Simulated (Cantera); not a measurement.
Input (Python, Cantera):

```python
import numpy as np
import cantera as ct

gas = ct.Solution("gri30.yaml", transport_model="multicomponent")
show = ['NO', 'N2', 'C2H2']

rows = []
print(f"{'T/K':>7s}{'rho':>11s}{'cp':>10s}{'mu':>11s}{'lambda':>11s}{'Pr':>7s}" + "".join(f"{'D_' + s:>11s}" for s in show))
for T in [400, 550, 700, 850, 1000, 1150, 1300, 1450]:
    gas.TPX = T, 16, {'N2': 0.49, 'CO2': 0.53}
    Pr = gas.cp_mass * gas.viscosity / gas.thermal_conductivity
    D = [gas.mix_diff_coeffs_mole[gas.species_index(s)] for s in show]
    rows.append([gas.density, gas.cp_mass, gas.viscosity, gas.thermal_conductivity, Pr, *D])
    print(f"{T:7g}{gas.density:11.4e}{gas.cp_mass:10.1f}{gas.viscosity:11.4e}"
          f"{gas.thermal_conductivity:11.4e}{Pr:7.3f}" + "".join(f"{d:11.4e}" for d in D))
print("SI units: kg/m3, J/kg/K, Pa s, W/m/K, m2/s")
```

It prints:

```
    T/K        rho        cp         mu     lambda     Pr       D_NO       D_N2     D_C2H2
    400 1.7476e-04     978.2 2.0862e-05 2.8701e-02  0.711 1.8576e-01 1.6872e-01 1.5206e-01
    550 1.2710e-04    1053.5 2.6859e-05 3.9419e-02  0.718 3.2359e-01 2.9615e-01 2.6996e-01
    700 9.9861e-05    1115.2 3.2151e-05 4.9717e-02  0.721 4.8895e-01 4.4933e-01 4.1240e-01
    850 8.2238e-05    1167.3 3.6952e-05 5.9688e-02  0.723 6.7934e-01 6.2586e-01 5.7694e-01
   1000 6.9903e-05    1210.3 4.1389e-05 6.9251e-02  0.723 8.9301e-01 8.2403e-01 7.6187e-01
   1150 6.0785e-05    1241.9 4.5543e-05 7.8166e-02  0.724 1.1286e+00 1.0425e+00 9.6590e-01
   1300 5.3771e-05    1268.0 4.9472e-05 8.6688e-02  0.724 1.3851e+00 1.2804e+00 1.1880e+00
   1450 4.8209e-05    1289.4 5.3214e-05 9.4834e-02  0.724 1.6615e+00 1.5367e+00 1.4274e+00
SI units: kg/m3, J/kg/K, Pa s, W/m/K, m2/s
```

Model: GRI-Mech 3.0 (53 species, 325 reactions), integrated in Cantera.
